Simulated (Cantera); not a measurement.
## Thermodynamics of iron carbonyl, mercury and lead vapours, feed PbO + O2 + N2

Charge: 1 mol PbO, a varied amount of O2, 0.22 mol N2, at 1202 °C and 1 atm.

Method: chemical equilibrium by Gibbs-energy minimisation in Cantera with the NASA 1993 tables (ideal gas, pure condensed phases). Candidate condensed phases: Pb, PbO, PbO2, Pb3O4; 12 gas species. Gases not in the tables: (PbO)n polymers. Rates play no part.

From 0.024 mol O2 to 1.4 mol O2 the condensed part is PbO(l).

| n(O2) (mol) | x N2 | x O2 | x PbO | x NO | x Pb | x NO2 | x O | n PbO(l) |
|---|---|---|---|---|---|---|---|---|
| 0.024 | 0.895 | 0.0974 | 0.00630 | 0.000784 | 8.35e-5 | 3.12e-6 | 8.90e-7 | 0.998 |
| 0.034 | 0.860 | 0.133 | 0.00630 | 0.000897 | 7.16e-5 | 4.17e-6 | 1.04e-6 | 0.998 |
| 0.05 | 0.809 | 0.184 | 0.00630 | 0.00102 | 6.08e-5 | 5.59e-6 | 1.22e-6 | 0.998 |
| 0.073 | 0.745 | 0.247 | 0.00630 | 0.00114 | 5.24e-5 | 7.23e-6 | 1.42e-6 | 0.998 |
| 0.11 | 0.662 | 0.331 | 0.00630 | 0.00124 | 4.53e-5 | 9.11e-6 | 1.64e-6 | 0.998 |
| 0.15 | 0.590 | 0.402 | 0.00630 | 0.00129 | 4.11e-5 | 1.05e-5 | 1.81e-6 | 0.998 |
| 0.22 | 0.496 | 0.496 | 0.00630 | 0.00132 | 3.70e-5 | 1.18e-5 | 2.01e-6 | 0.997 |
| 0.32 | 0.404 | 0.588 | 0.00630 | 0.00130 | 3.40e-5 | 1.27e-5 | 2.19e-6 | 0.997 |
| 0.47 | 0.316 | 0.676 | 0.00630 | 0.00123 | 3.17e-5 | 1.29e-5 | 2.35e-6 | 0.996 |
| 0.68 | 0.242 | 0.750 | 0.00630 | 0.00113 | 3.01e-5 | 1.25e-5 | 2.47e-6 | 0.994 |
| 0.99 | 0.180 | 0.812 | 0.00630 | 0.00102 | 2.89e-5 | 1.17e-5 | 2.57e-6 | 0.992 |
| 1.4 | 0.134 | 0.858 | 0.00630 | 0.000902 | 2.81e-5 | 1.07e-5 | 2.64e-6 | 0.990 |
x: gas mole fraction; n: condensed amount in mol.
